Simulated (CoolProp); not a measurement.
Saturation properties of octamethylcyclotetrasiloxane (D4).

The numbers come from the reference Helmholtz-energy equation of state, Thol 2015 in CoolProp.

| T (K) | p (bar) | liquid density (kg/m³) | vapour density (kg/m³) | enthalpy of vaporisation (kJ/kg) | surface tension (mN/m) |
|---|---|---|---|---|---|
| 464.1 | 1.467 | 743.5 | 12.55 | 124.7 | 6.41 |
| 474 | 1.838 | 728.6 | 15.70 | 120.4 | 5.79 |
| 483.9 | 2.278 | 713.1 | 19.50 | 116.0 | 5.18 |
| 493.8 | 2.793 | 697.0 | 24.07 | 111.4 | 4.58 |
| 503.7 | 3.394 | 679.9 | 29.55 | 106.4 | 4.00 |
| 513.5 | 4.081 | 662.0 | 36.09 | 101.2 | 3.43 |
| 523.4 | 4.880 | 642.6 | 44.09 | 95.49 | 2.88 |
| 533.3 | 5.795 | 621.5 | 53.89 | 89.24 | 2.34 |
| 543.2 | 6.840 | 598.1 | 66.11 | 82.28 | 1.83 |
| 553.1 | 8.030 | 571.5 | 81.78 | 74.31 | 1.34 |
| 563 | 9.386 | 539.7 | 102.8 | 64.79 | 0.874 |
| 572.9 | 10.93 | 498.5 | 133.7 | 52.47 | 0.452 |

It boils at 448.9 K under 1 atm.

Surface tension comes from a separate correlation (Mulero 2014), older than this fluid's equation and unchecked against measurements.
